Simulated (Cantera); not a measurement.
Cantera run, input and output.

```python
import numpy as np
import cantera as ct

gas = ct.Solution("gri30.yaml")
gas.TPX = 1550, 66, {'C2H6': 1, 'N2': 4}
reactor = ct.IdealGasConstPressureReactor(gas, energy="off", clone=False)
net = ct.ReactorNet([reactor])
net.rtol, net.atol = 1e-08, 1e-18
show = ['C2H6', 'H2', 'CH2', 'C2H4', 'CH4']
times = np.geomspace(4e-05, 70, 15)

steps = ct.SolutionArray(gas, extra=["t"])
rows = []
print(f"{'t/s':>10s}{'T/K':>9s}{'P/Pa':>11s}" + "".join(f"{s:>11s}" for s in show))
for t in times:
    while net.time < t:
        t_next = net.step()
        steps.append(gas.state, t=t_next)
    rows.append([np.interp(t, steps.t, y) for y in (steps.T, steps.P, *steps(*show).X.T)])
    print(f"{t:10.3e}{rows[-1][0]:9.1f}{rows[-1][1]:11.4g}" + "".join(f"{x:11.3e}" for x in rows[-1][2:]))
rate = np.gradient(steps.T, steps.t)
print("integrator steps:", len(steps.t))
if steps.T.max() > steps.T[0] + 200:
    print(f"time of steepest temperature rise: {steps.t[rate.argmax()]:.4e} s")
gas.TPX = 1550, 66, {'C2H6': 1, 'N2': 4}
gas.equilibrate("TP")
print(f"equilibrium (TP): T = {gas.T:.1f} K  " + "  ".join(f"{s} {gas[s].X[0]:.3e}" for s in show))
```

Output:

```
       t/s      T/K       P/Pa       C2H6         H2        CH2       C2H4        CH4
 4.000e-05   1550.0         66  1.999e-01  1.090e-08  6.855e-11  5.568e-09  3.130e-07
 1.117e-04   1550.0         66  1.996e-01  9.717e-08  1.630e-09  1.051e-07  2.434e-06
 3.118e-04   1550.0         66  1.990e-01  1.704e-06  3.559e-08  2.146e-06  1.883e-05
 8.707e-04   1550.0         66  1.971e-01  4.599e-05  6.496e-07  4.691e-05  1.435e-04
 2.431e-03   1550.0         66  1.903e-01  1.114e-03  6.346e-06  1.068e-03  1.040e-03
 6.788e-03   1550.0         66  1.585e-01  1.370e-02  2.325e-05  1.469e-02  6.902e-03
 1.895e-02   1550.0         66  6.267e-02  6.451e-02  4.496e-05  6.543e-02  3.736e-02
 5.292e-02   1550.0         66  2.015e-03  1.370e-01  2.293e-05  6.323e-02  7.181e-02
 1.477e-01   1550.0         66  6.987e-05  1.771e-01  4.098e-06  3.168e-02  6.798e-02
 4.125e-01   1550.0         66  1.707e-05  1.966e-01  1.060e-06  1.410e-02  6.388e-02
 1.152e+00   1550.0         66  7.151e-06  2.088e-01  4.340e-07  4.162e-03  6.022e-02
 3.216e+00   1550.0         66  4.758e-06  2.174e-01  3.093e-07  8.430e-04  5.523e-02
 8.979e+00   1550.0         66  3.401e-06  2.297e-01  2.777e-07  4.662e-04  4.537e-02
 2.507e+01   1550.0         66  1.630e-06  2.498e-01  2.257e-07  2.041e-04  2.906e-02
 7.000e+01   1550.0         66  4.039e-07  2.707e-01  1.647e-07  4.758e-05  1.209e-02
integrator steps: 1330
equilibrium (TP): T = 1550.0 K  C2H6 3.231e-12  H2 2.853e-01  CH2 1.430e-09  C2H4 2.874e-06  CH4 1.498e-05
```

Model: GRI-Mech 3.0 (53 species, 325 reactions), integrated in Cantera. GRI-Mech 3.0 stops at C3 and has no aromatics, soot or wall deposition, so with more carbon than oxygen in the feed, carbon stays in small species such as C2H2 where larger ones or solid carbon would form. Radical loss at walls, strong at low pressure, is not modelled.
